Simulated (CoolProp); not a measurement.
Properties of nitrous oxide along the isobar 17.6 MPa.

Model: reference Helmholtz-energy equation of state, Lemmon 2006, in CoolProp. It is a short technical equation, of lower accuracy than the large ones.

```json
[
 {"T (K)": "295", "phase": "liquid", "cp (kJ/(kg K))": "1.987", "cv (kJ/(kg K))": "0.9066"},
 {"T (K)": "314.9", "phase": "supercritical", "cp (kJ/(kg K))": "2.191", "cv (kJ/(kg K))": "[?]"},
 {"T (K)": "334.8", "phase": "supercritical", "cp (kJ/(kg K))": "[?]", "cv (kJ/(kg K))": "0.9190"},
 {"T (K)": "354.6", "phase": "supercritical", "cp (kJ/(kg K))": "[?]", "cv (kJ/(kg K))": "0.9279"},
 {"T (K)": "374.5", "phase": "supercritical", "cp (kJ/(kg K))": "2.412", "cv (kJ/(kg K))": "0.9161"},
 {"T (K)": "394.4", "phase": "supercritical", "cp (kJ/(kg K))": "2.000", "cv (kJ/(kg K))": "0.8993"},
 {"T (K)": "414.3", "phase": "supercritical", "cp (kJ/(kg K))": "1.731", "cv (kJ/(kg K))": "0.8902"},
 {"T (K)": "434.2", "phase": "supercritical", "cp (kJ/(kg K))": "1.569", "cv (kJ/(kg K))": "0.8878"},
 {"T (K)": "454", "phase": "supercritical", "cp (kJ/(kg K))": "1.466", "cv (kJ/(kg K))": "0.8895"},
 {"T (K)": "473.9", "phase": "supercritical", "cp (kJ/(kg K))": "1.398", "cv (kJ/(kg K))": "0.8938"},
 {"T (K)": "493.8", "phase": "supercritical", "cp (kJ/(kg K))": "[?]", "cv (kJ/(kg K))": "[?]"}
]
```

**Question.** Some entries are withheld; supply them.

**Answer.** 
- 314.9, cv (kJ/(kg K)): 0.9095
- 334.8, cp (kJ/(kg K)): 2.509
- 354.6, cp (kJ/(kg K)): 2.719
- 493.8, cp (kJ/(kg K)): 1.352
- 493.8, cv (kJ/(kg K)): 0.8998

The peak of cp marks the crossing from liquid-like to gas-like fluid above the critical point.
